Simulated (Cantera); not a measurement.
What does this Cantera script print?

```python
import numpy as np
import cantera as ct

gas_names = """
    H HO2 H2 H2O H2O2 O OH O2 O3 V VO VO2
""".split()
cond_names = """
    H2O(s) H2O(L) V(cr) V(L) VO(s) VO(L) V2O3(s) V2O3(L) V2O4(I) V2O4(II) V2O4(L) V2O5(s) V2O5(L)
""".split()


# ... load() reads the species with a 1 bar reference pressure and builds the phases ...
atoms = {
    'V2O5': {'V': 2, 'O': 5},
    'H2': {'H': 2},
    'H2O': {'H': 2, 'O': 1},
}
top_T = {}  # K; cautious upper limits of use, not melting points


# ... equilibrate(T, P, feed) seeds the gas with the atoms and calls Mixture.equilibrate('TP', solver="vcs", rtol=1e-11, max_steps=5000) ...
results = []
P = 140  # Pa
for T in [1125, 1225, 1325, 1425, 1525, 1625, 1725, 1825, 1925, 2025, 2125]:
    for m in [160, 410, 650, 900, 1100, 1400, 1600, 1900, 2100, 2400, 2600]:
        feed = {'V2O5': 1, 'H2': m, 'H2O': 1.2}  # mol
        mix = equilibrate(T, P, feed)
        results.append((T, P, feed, dict(zip(mix.species_names, mix.species_moles))))

for T, P, feed, n in results:
    print(f"{T:7g} {feed['H2']:10.4g}  " + (" + ".join(c for c in cond_names if n.get(c, 0) > 1e-12) or "gas only"))
```

Output:

```
   1125        160  V2O3(s)
   1125        410  V2O3(s)
   1125        650  V2O3(s)
   1125        900  V2O3(s)
   1125       1100  V2O3(s)
   1125       1400  V2O3(s)
   1125       1600  V2O3(s)
   1125       1900  V2O3(s)
   1125       2100  V2O3(s)
   1125       2400  V2O3(s)
   1125       2600  V2O3(s)
   1225        160  V2O3(s)
   1225        410  V2O3(s)
   1225        650  V2O3(s)
   1225        900  V2O3(s)
   1225       1100  V2O3(s)
   1225       1400  V2O3(s)
   1225       1600  V2O3(s)
   1225       1900  V2O3(s)
   1225       2100  V2O3(s)
   1225       2400  V2O3(s)
   1225       2600  V2O3(s)
   1325        160  V2O3(s)
   1325        410  V2O3(s)
   1325        650  V2O3(s)
   1325        900  V2O3(s)
   1325       1100  V2O3(s)
   1325       1400  V2O3(s)
   1325       1600  V2O3(s)
   1325       1900  V2O3(s)
   1325       2100  V2O3(s)
   1325       2400  V2O3(s)
   1325       2600  V2O3(s)
   1425        160  V2O3(s)
   1425        410  V2O3(s)
   1425        650  V2O3(s)
   1425        900  V2O3(s)
   1425       1100  V2O3(s)
   1425       1400  VO(s) + V2O3(s)
   1425       1600  VO(s) + V2O3(s)
   1425       1900  VO(s)
   1425       2100  VO(s)
   1425       2400  VO(s)
   1425       2600  VO(s)
   1525        160  V2O3(s)
   1525        410  V2O3(s)
   1525        650  V2O3(s)
   1525        900  VO(s) + V2O3(s)
   1525       1100  VO(s)
   1525       1400  VO(s)
   1525       1600  VO(s)
   1525       1900  VO(s)
   1525       2100  VO(s)
   1525       2400  VO(s)
   1525       2600  VO(s)
   1625        160  V2O3(s)
   1625        410  V2O3(s)
   1625        650  VO(s)
   1625        900  VO(s)
   1625       1100  VO(s)
   1625       1400  VO(s)
   1625       1600  VO(s)
   1625       1900  VO(s)
   1625       2100  VO(s)
   1625       2400  VO(s)
   1625       2600  VO(s)
   1725        160  V2O3(s)
   1725        410  VO(s)
   1725        650  VO(s)
   1725        900  VO(s)
   1725       1100  VO(s)
   1725       1400  VO(s)
   1725       1600  VO(s)
   1725       1900  VO(s)
   1725       2100  VO(s)
   1725       2400  VO(s)
   1725       2600  VO(s)
   1825        160  V2O3(s)
   1825        410  VO(s)
   1825        650  VO(s)
   1825        900  VO(s)
   1825       1100  VO(s)
   1825       1400  VO(s)
   1825       1600  VO(s)
   1825       1900  VO(s)
   1825       2100  VO(s)
   1825       2400  VO(s)
   1825       2600  VO(s)
   1925        160  VO(s) + V2O3(s)
   1925        410  VO(s)
   1925        650  VO(s)
   1925        900  VO(s)
   1925       1100  VO(s)
   1925       1400  VO(s)
   1925       1600  VO(s)
   1925       1900  VO(s)
   1925       2100  VO(s)
   1925       2400  VO(s)
   1925       2600  VO(s)
   2025        160  VO(s)
   2025        410  gas only
   2025        650  gas only
   2025        900  gas only
   2025       1100  gas only
   2025       1400  gas only
   2025       1600  gas only
   2025       1900  gas only
   2025       2100  gas only
   2025       2400  gas only
   2025       2600  gas only
   2125        160  gas only
   2125        410  gas only
   2125        650  gas only
   2125        900  gas only
   2125       1100  gas only
   2125       1400  gas only
   2125       1600  gas only
   2125       1900  gas only
   2125       2100  gas only
   2125       2400  gas only
   2125       2600  gas only
```

Equilibrium computed with Cantera from the NASA thermochemical tables; the gas is ideal and each condensed phase is pure. Mutual solubility and eutectic melting of coexisting phases are not modelled. VO: taken at fixed stoichiometry. Condensed phases not in the tables: the oxides between V2O3 and V2O5 other than VO2.
